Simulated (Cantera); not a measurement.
# Catalytic stagnation flow on Pt

A jet of 4.42 % CH4, 8.29 % O2, 87.3 % N2 at 300 K and 0.0250 bar hits a platinum plate 2.3 cm away at a mass flux of 0.14 kg/m²/s; the plate temperature is set and raised in steps from an oxygen-covered start.

Detailed kinetics in Cantera: Deutschmann's 1995 Pt surface mechanism with GRI-Mech 3.0 gas chemistry. Catalytic surfaces can have several steady states; this one follows from the mechanism file's or the stated starting coverage.

| plate T (K) | wall x CH4 | wall x O2 | wall x H2O | wall x OH | wall x CO | wall x CO2 | θ free Pt | θ O* |
|---|---|---|---|---|---|---|---|---|
| 850 | 0.0408 | 0.0756 | 0.00637 | <1e-8 | 1.34e-5 | 0.00414 | 0.224 | 0.776 |
| 900 | 0.0380 | 0.0696 | 0.0116 | 3.16e-8 | 1.84e-5 | 0.00758 | 0.305 | 0.695 |
| 950 | 0.0346 | 0.0623 | 0.0181 | 1.08e-7 | 2.40e-5 | 0.0118 | 0.390 | 0.609 |
| 1000 | 0.0309 | 0.0545 | 0.0248 | 3.09e-7 | 3.05e-5 | 0.0163 | 0.478 | 0.522 |
| 1050 | 0.0274 | 0.0471 | 0.0313 | 7.65e-7 | 3.84e-5 | 0.0205 | 0.563 | 0.436 |
| 1100 | 0.0244 | 0.0408 | 0.0368 | 1.69e-6 | 4.88e-5 | 0.0242 | 0.644 | 0.355 |
| 1150 | 0.0220 | 0.0356 | 0.0412 | 3.39e-6 | 6.30e-5 | 0.0271 | 0.717 | 0.282 |
| 1200 | 0.0203 | 0.0320 | 0.0442 | 6.20e-6 | 8.39e-5 | 0.0293 | 0.781 | 0.219 |
x: mole fraction at the wall; θ: surface coverage.
